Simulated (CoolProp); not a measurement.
Vapour-liquid equilibrium of n-butane (1) + cis-2-butene (2) at 0.0032 MPa; x and y are mole fractions of (1).

The numbers come from the multi-fluid Helmholtz-energy mixture model, Bücker 2006 and Lemmon 2005; pair parameters Bell 2016 in CoolProp.

Q: Give the bubble temperature and the first vapour's composition at x = 0.25, 0.45, 0.95. Is there an azeotrope?

A: x = 0.25: -63.8 °C, y = 0.328; x = 0.45: -64.7 °C, y = 0.528; x = 0.95: -66.3 °C, y = 0.959. No azeotrope shows between x = 0.05 and 0.95.

Pair parameters are fitted to limited data, so mixtures are less certain than the pure fluids.
